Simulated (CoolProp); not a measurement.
Methanol along the isobar 61.7 bar: fugacity coefficient from the reference equation and from simpler models built on Tc = 513.4 K, pc = 82.16 bar, ω = 0.565; each cubic takes its own stable root.

Values from CoolProp's reference Helmholtz-energy equation of state, de Reuck 1993.

```csv
T (K),phase,reference
482.5,liquid,0.5815
491.4,liquid,0.6546
500.3,gas,0.7120
509.2,gas,0.7385
518.2,gas,0.7606
527.1,gas,0.7793
536,gas,0.7955
545,gas,0.8098
553.9,gas,0.8222
562.8,gas,0.8332
571.7,gas,0.8428
```

Task: How far does each simpler model (van der Waals, Peng-Robinson) lie from the reference over these 11 states: mean and median of the absolute difference, and the worst?

Result: 
- van der Waals: mean 5.6 %, median 1.6 %, worst +26.8 % at 482.5 K and 61.7 bar
- Peng-Robinson: mean 2.2 %, median 2.5 %, worst -2.8 % at 536 K and 61.7 bar

At some of these states van der Waals gives the other phase, because its saturation line lies elsewhere.
